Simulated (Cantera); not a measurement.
Feed: 1 mol CH₄, 0.18 mol O₂, 24 mol N₂, held at 2600 K and 600000 Pa.

Cantera equilibrium calculation (NASA polynomials, part measured and part estimated; ideal gas, pure solids and liquids). Candidate condensed phases: C, C₆H₆, C₇H₈, C₈H₁₈, H₂O; 136 gas species. The numbers say what is thermodynamically allowed, not how fast it happens.

Base state: N₂ 0.897, H₂ 0.0618, HCN 0.0196, CO 0.0136, H 0.00390, HNC 0.00257, C₂H₂ (acetylene) 0.000857, C₂N₂ 0.000106 (mole fractions); condensed: gas only.

Question: What changes in the equilibrium state with this change: N₂ from 24 to 6.2 mol?

Answer: 
```json
[
 {"species": "N₂", "before": "0.897", "after": "0.702"},
 {"species": "H₂", "before": "0.0618", "after": "0.206"},
 {"species": "CO", "before": "0.0136", "after": "0.0419"},
 {"species": "HCN", "before": "0.0196", "after": "0.0343"},
 {"species": "CH₄", "before": "2.72e-6", "after": "3.28e-5"},
 {"species": "CH₃", "before": "3.02e-6", "after": "1.99e-5"},
 {"species": "C₄H₂", "before": "4.93e-6", "after": "2.25e-5"},
 {"species": "C(graphite), mol", "before": "0", "after": "0.246"}
]
```

Question: What changes in the equilibrium state with this change: CH₄ replaced by C₃H₆?

Answer: 
| species | before | after |
|---|---|---|
| N₂ | 0.897 | 0.861 |
| H₂ | 0.0618 | 0.0912 |
| HCN | 0.0196 | 0.0252 |
| CO | 0.0136 | 0.0131 |
| C₂H₂ (acetylene) | 0.000857 | 0.00148 |
| HNC | 0.00257 | 0.00330 |
| H | 0.00390 | 0.00473 |
| C₂N₂ | 0.000106 | 0.000119 |
| CN | 8.19e-5 | 8.67e-5 |
| C(graphite), mol | 0 | 1.77 |
